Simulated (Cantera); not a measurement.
Mixture: 5.02 % CH₄, 0.226 % CO, 19.9 % O₂, 74.8 % N₂, equivalence ratio 0.51, at 10.0 bar, adiabatic and at constant pressure. Ignition delay is the time to a rise of 400 K.

Model: GRI-Mech 3.0 (53 species, 325 reactions), integrated in Cantera.

**Question.** Predict: delay at 1173 K; delay at 1273 K; delay at 1373 K; delay at 1473 K; delay at 1573 K; delay at 1673 K; delay at 1773 K; apparent activation energy between 1573 and 1773 K.

**Answer.** 
| Item | Result |
|---|---|
| delay at 1173 K | 5.23 ms |
| delay at 1273 K | 1.52 ms |
| delay at 1373 K | 0.507 ms |
| delay at 1473 K | 0.189 ms |
| delay at 1573 K | 78.3 µs |
| delay at 1673 K | 35.7 µs |
| delay at 1773 K | 17.8 µs |
| apparent activation energy between 1573 and 1773 K | 170 kJ/mol |
